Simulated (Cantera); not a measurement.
Input (Python, Cantera) and output of one run.

```python
import numpy as np
import cantera as ct

gas_names = """
    Cu CuO Cu2 H HO2 H2 H2O H2O2 O OH O2 O3
""".split()
cond_names = """
    Cu(cr) Cu(L) CuO(s) CuO2H2(s) Cu2O(s) Cu2O(L) H2O(s) H2O(L)
""".split()


def load(file, names, dense=False):
    # The tables refer to 1 bar. Condensed volumes are neglected.
    table = {s.name: s for s in ct.Species.list_from_file(file)}
    out = []
    for n in names:
        d = dict(table[n].input_data)
        d["thermo"] = dict(d["thermo"], **{"reference-pressure": 1e5})
        if dense:
            d["equation-of-state"] = {"model": "constant-volume", "density": "1e6 g/cm^3"}
        out.append(ct.Species.from_dict(d))
    return out


gas = ct.Solution(thermo="ideal-gas", species=load("nasa_gas.yaml", gas_names))
cond = {s.name: ct.Solution(thermo="fixed-stoichiometry", species=[s], name=s.name)
        for s in load("nasa_condensed.yaml", cond_names, dense=True)}
atoms = {
    'CuO': {'Cu': 1, 'O': 1},
    'H2': {'H': 2},
    'H2O': {'H': 2, 'O': 1},
}
top_T = {'CuO(s)': 1390}  # K; cautious upper limits of use, not melting points


def equilibrate(T, P, feed):
    n = {}
    for name, mol in feed.items():
        for a, k in atoms[name].items():
            n[a] = n.get(a, 0.0) + k * mol
    gas.TPX = T, P, n
    mass = sum(n.values()) * gas.mean_molecular_weight
    gas.equilibrate("TP")
    valid = [c for c in cond.values() if c.min_temp <= T <= top_T.get(c.name, c.max_temp)]
    mix = ct.Mixture([(gas, mass / gas.mean_molecular_weight)] + [(c, 0.0) for c in valid])
    mix.T, mix.P = T, P
    mix.equilibrate("TP", solver="vcs", rtol=1e-11, max_steps=5000)
    return mix


results = []
feed = {'CuO': 1, 'H2': 0.75, 'H2O': 0.057}  # mol
T = 1448.15  # K
P = 190000  # Pa
mix = equilibrate(T, P, feed)
results.append((T, P, feed, dict(zip(mix.species_names, mix.species_moles))))
print(gas.report(threshold=0.001))
for i in range(1, mix.n_phases):
    print(f"{mix.phase(i).name:16s} {mix.phase_moles(i):12.5e} mol")
```

Output:

```
       temperature   1448.2 K
          pressure   1.9e+05 Pa
           density   0.28424 kg/m^3
  mean mol. weight   18.013 kg/kmol
   phase of matter   gas

                          1 kg             1 kmol
                     ---------------   ---------------
          enthalpy        -1.088e+07       -1.9598e+08  J
   internal energy       -1.1549e+07       -2.0802e+08  J
           entropy             13529         2.437e+05  J/K
    Gibbs function       -3.0472e+07       -5.4889e+08  J
 heat capacity c_p            2597.6             46791  J/K
 heat capacity c_v            2136.1             38476  J/K

                      mass frac. Y      mole frac. X     chem. pot. / RT
                     ---------------   ---------------   ---------------
               H2O           0.99993           0.99981            -45.59
     [  +11 minor]        6.7235e-05        0.00019161

Cu(L)             4.99808e-01 mol
CuO2H2(s)         0.00000e+00 mol
Cu2O(s)           2.50095e-01 mol
```

Equilibrium computed with Cantera from the NASA thermochemical tables; the gas is ideal and each condensed phase is pure. Mutual solubility and eutectic melting of coexisting phases are not modelled.
